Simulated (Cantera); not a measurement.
## Thermodynamics of boron, boron nitride and boron oxide, feed B2H6 + N2 + H2

Input: 1 mol B2H6, 1.9 mol N2, a varied amount of H2, held at 14.0 mbar.

Cantera equilibrium calculation (NASA polynomials, part measured and part estimated; ideal gas, pure solids and liquids). Candidate condensed phases: B, BN; 15 gas species. The feed counts by its element totals alone. Mutual solubility and eutectic melting of coexisting phases are not modelled. Kinetics and transport are ignored.

### Question
Map the stable condensed phases over T = 1475, 1550, 1625, 1700, 1775, 1850, 1925, 2000, 2075, 2150 °C and n(H2) in mol = 2.9, 4.1, 5.3, 6.5, 7.7, 8.9, 10, 11, 12, 14, 15, 16.

### Answer
```
T in °C \ n(H2) in mol
         2.9 4.1 5.3 6.5 7.7 8.9  10  11  12  14  15  16
   2150    A   A   A   A   A   A   A   A   A   A   A   A
   2075    A   A   A   A   A   A   A   A   A   A   A   A
   2000    A   A   A   A   A   A   A   A   A   A   A   A
   1925    B   C   C   C   C   C   C   A   A   A   A   A
   1850    B   B   B   B   B   B   B   B   B   B   B   C
   1775    B   B   B   B   B   B   B   B   B   B   B   B
   1700    B   B   B   B   B   B   B   B   B   B   B   B
   1625    B   B   B   B   B   B   B   B   B   B   B   B
   1550    B   B   B   B   B   B   B   B   B   B   B   B
   1475    B   B   B   B   B   B   B   B   B   B   B   B
```
A: B; B: BN; C: B + BN.
